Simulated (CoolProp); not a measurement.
A single-stage vapour-compression cycle with R236EA: evaporating at 324.15 K (dew point), condensing at 365.15 K (bubble point), superheat 8 K, subcooling 2 K, compressor efficiency 0.65, no pressure losses. Each further row changes one setting.

Values from CoolProp's reference Helmholtz-energy equation of state, Rui 2013.

```tsv
case	cooling COP	pressure ratio	discharge temperature (K)	refrigerating effect (kJ/kg)	volumetric capacity (kJ/m³)
as stated	3.85	2.82	370.7	95.1	2780
evaporating temperature 329.15 K	4.62	___	370.9	___	___
condensing temperature 360.15 K	4.62	___	366.1	102	2980
subcooling 7 K	4.15	2.82	370.7	102	2990
superheat 18 K	4.02	2.82	___	105	2930
compressor efficiency 0.55	___	2.82	374.5	95.1	2780
```

Some entries are withheld; supply them.


- evaporating temperature 329.15 K, pressure ratio: 2.45
- evaporating temperature 329.15 K, refrigerating effect (kJ/kg): 98.7
- evaporating temperature 329.15 K, volumetric capacity (kJ/m³): 3310
- condensing temperature 360.15 K, pressure ratio: 2.52
- superheat 18 K, discharge temperature (K): 380.2
- compressor efficiency 0.55, cooling COP: 3.26
